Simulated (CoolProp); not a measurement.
A closed Brayton cycle with dry air: compressor inlet 309.15 K and 1.8 MPa, high pressure 6.12 MPa, turbine inlet 825 K, compressor efficiency 0.89, turbine efficiency 0.93, recuperator effectiveness 0.9 (on enthalpy, no pinch check). Each further row changes one setting.

Model: reference Helmholtz-energy equation of state, Lemmon 2000, in CoolProp. It is a pseudo-pure fit of the blend.

| case | thermal efficiency (%) | net work (kJ/kg) | compressor to turbine work | compressor exit (K) | turbine exit (K) |
|---|---|---|---|---|---|
| as stated | 34.1 | 86.0 | 0.63 | 455.0 | 611.2 |
| turbine inlet 775 K | 30.6 | 71.5 | 0.67 | 455.0 | 572.4 |
| compressor inlet 319.15 K | 32.4 | 81.1 | 0.65 | 469.3 | 611.2 |
| high pressure 5.2 MPa | 35.6 | 81.9 | 0.60 | 432.6 | 636.3 |
| recuperator effectiveness 0.5 | 27.1 | 86.0 | 0.63 | 455.0 | 611.2 |
